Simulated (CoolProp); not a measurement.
Properties of nitrogen along the isobar 36 bar (Tc = -147.0 °C, pc = 33.96 bar, ω = 0.037).

Values from CoolProp's reference Helmholtz-energy equation of state, Span 2000.

| T (°C) | phase | cp (kJ/(kg K)) | speed of sound (m/s) | Prandtl number |
|---|---|---|---|---|
| -149.15 | liquid | 4.631 | 304.9 | 2.84 |
| -131.35 | supercritical | 2.065 | 214.7 | 1.22 |
| -113.45 | supercritical | 1.505 | 242.4 | 0.957 |
| -95.65 | supercritical | 1.328 | 263.5 | 0.868 |
| -77.75 | supercritical | 1.241 | 281.5 | 0.822 |
| -59.85 | supercritical | 1.190 | 297.5 | 0.794 |
| -42.05 | supercritical | 1.158 | 312.0 | 0.775 |
| -24.15 | supercritical | 1.135 | 325.5 | 0.762 |
| -6.25 | supercritical | 1.118 | 338.2 | 0.751 |
| 11.55 | supercritical | 1.106 | 350.1 | 0.743 |
| 29.45 | supercritical | 1.097 | 361.6 | 0.736 |
| 47.35 | supercritical | 1.089 | 372.5 | 0.731 |
| 65.15 | supercritical | 1.084 | 383.0 | 0.726 |
| 83.05 | supercritical | 1.079 | 393.1 | 0.722 |
| 100.95 | supercritical | 1.076 | 402.9 | 0.719 |
| 118.75 | supercritical | 1.074 | 412.3 | 0.716 |

Viscosity comes from a separate model (Lemmon 2004). Thermal conductivity comes from a separate model (Lemmon 2004).
